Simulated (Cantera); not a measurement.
What does this Cantera script print?

```python
import numpy as np
import cantera as ct

gas_names = [...]  # 151 gases of nasa_gas.yaml made of C, H, N, O, Si
cond_names = """
    C(gr) C6H6(L) C7H8(L) C8H18(L),n-octa H2O(s) H2O(L) Si(cr) Si(L) SiC(b) SiO2(Lqz) SiO2(hqz) SiO2(L)
    Si2N2O(s) Si3N4(a)
""".split()


# ... load() reads the species with a 1 bar reference pressure and builds the phases ...
atoms = {
    'Si3N4': {'Si': 3, 'N': 4},
    'CO2': {'C': 1, 'O': 2},
    'N2': {'N': 2},
    'H2O': {'H': 2, 'O': 1},
}
top_T = {'C(gr)': 4500, 'SiC(b)': 3050, 'Si2N2O(s)': 2100, 'Si3N4(a)': 2400}  # K; cautious upper limits of use, not melting points


# ... equilibrate(T, P, feed) seeds the gas with the atoms and calls Mixture.equilibrate('TP', solver="vcs", rtol=1e-11, max_steps=5000) ...
results = []
feed = {'Si3N4': 1, 'CO2': 0.021, 'N2': 4.5, 'H2O': 0.0036}  # mol
T = 1225  # K
for P in [0.1, 2.5, 63, 1600, 40000, 1000000]:
    mix = equilibrate(T, P, feed)
    results.append((T, P, feed, dict(zip(mix.species_names, mix.species_moles))))
    x = sorted(zip(gas.X, gas.species_names), reverse=True)
    print(f"T = {T:g} K  P = {P:g} Pa  gas = {mix.phase_moles(0):.4g} mol")
    print("   x: " + "  ".join(f"{s} {v:.3e}" for v, s in x if v > 1e-06))
    print("   condensed (mol): " + ("  ".join(f"{mix.phase(i).name} {mix.phase_moles(i):.4g}"
          for i in range(1, mix.n_phases) if mix.phase_moles(i) > 1e-12) or "none"))
```

Result:

```
T = 1225 K  P = 0.1 Pa  gas = 4.533 mol
   x: N2 9.991e-01  H2 7.897e-04  SiO 9.126e-05  CO 3.065e-05  H 8.758e-06
   condensed (mol): SiC(b) 0.02086  Si2N2O(s) 0.04505  Si3N4(a) 0.9629
T = 1225 K  P = 2.5 Pa  gas = 4.533 mol
   x: N2 9.992e-01  H2 7.932e-04  CO 3.065e-05  H 1.755e-06  SiO 1.248e-06
   condensed (mol): SiC(b) 0.02086  Si2N2O(s) 0.04546  Si3N4(a) 0.9627
T = 1225 K  P = 63 Pa  gas = 4.533 mol
   x: N2 9.992e-01  H2 7.928e-04  CO 3.065e-05  HCN 2.554e-06
   condensed (mol): SiC(b) 0.02085  Si2N2O(s) 0.04546  Si3N4(a) 0.9627
T = 1225 K  P = 1600 Pa  gas = 4.519 mol
   x: N2 9.992e-01  H2 7.952e-04  CO 3.820e-06  HCN 2.755e-06
   condensed (mol): C(gr) 0.02097  Si2N2O(s) 0.04558  Si3N4(a) 0.9696
T = 1225 K  P = 40000 Pa  gas = 4.519 mol
   x: N2 9.992e-01  H2 7.953e-04  HCN 2.755e-06
   condensed (mol): C(gr) 0.02099  Si2N2O(s) 0.0456  Si3N4(a) 0.9696
T = 1225 K  P = 1e+06 Pa  gas = 4.519 mol
   x: N2 9.992e-01  H2 7.951e-04  HCN 2.755e-06
   condensed (mol): C(gr) 0.02099  Si2N2O(s) 0.0456  Si3N4(a) 0.9696
```

Cantera equilibrium calculation (NASA polynomials, part measured and part estimated; ideal gas, pure solids and liquids). Mutual solubility and eutectic melting of coexisting phases are not modelled.
